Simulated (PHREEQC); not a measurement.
0.05 g of hydrous ferric oxide (600 m²/g; 0.2 weak and 0.005 strong sites per Fe, Dzombak-Morel constants, diffuse double layer) in 1 kg of water with 0.3 mol/kgw of an inert sodium salt and 0.00035 mol/kgw PbCl2, at 25 °C; the pH is set by adding NaOH or the inert anion's acid. Oxygen is held at 0.21 atm. CO2 from the air is kept out. No solid was allowed to form.

Base run: PHREEQC, ion-association model, wateq4f.dat. Each further column changes one thing. The table gives surface charge σ (C/m²).

| pH | base | background salt from 0.3 to 0.03 mol/kgw | oxide from 0.05 to 0.25 g/kgw | 0.00021 mol/kgw CuSO4 added |
|---|---|---|---|---|
| 3 | 0.368 | 0.351 | 0.368 | 0.223 |
| 3.75 | 0.358 | 0.299 | 0.358 | 0.220 |
| 4.5 | 0.320 | 0.217 | 0.320 | 0.211 |
| 4.88 | 0.286 | 0.178 | 0.286 | 0.203 |
| 5.62 | 0.244 | 0.148 | 0.229 | 0.210 |
| 6.38 | 0.281 | 0.165 | 0.206 | 0.260 |
| 7.12 | 0.304 | 0.169 | 0.175 | 0.293 |
| 7.5 | 0.305 | 0.163 | 0.154 | 0.296 |
| 8.25 | 0.269 | 0.124 | 0.114 | 0.266 |
| 9 | 0.189 | 0.077 | 0.088 | 0.189 |

The oxide is taken as insoluble; below pH 4 it would dissolve. In at least one series the solution becomes supersaturated in solids that the run did not let form, among them Cu(OH)2, Brochantite, Antlerite, Atacamite, Larnakite. The database's constant for dissolved Cu(OH)2 is higher than later reviews accept.
